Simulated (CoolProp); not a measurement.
A single-stage vapour-compression cycle with R21: evaporating at 307.15 K (dew point), condensing at 350.15 K (bubble point), superheat 8 K, subcooling 8 K, compressor efficiency 0.6, no pressure losses. Each further row changes one setting.

The numbers come from the reference Helmholtz-energy equation of state, Platzer 1990 in CoolProp. This equation is an older, rougher fit; its heat capacities, sound speeds and derivatives of the liquid may be far off and weren't checked against measurements.

```tsv
case	cooling COP	pressure ratio	discharge temperature (K)	refrigerating effect (kJ/kg)	volumetric capacity (kJ/m³)
as stated	3.84	3.26	399.0	192	1960
evaporating temperature 312.15 K	4.48	2.79	393.3	194	2310
condensing temperature 345.15 K	4.42	2.89	390.2	197	2020
subcooling 13 K	3.95	3.26	399.0	197	2020
superheat 18 K	3.82	3.26	410.5	199	1960
compressor efficiency 0.5	3.20	3.26	412.3	192	1960
```
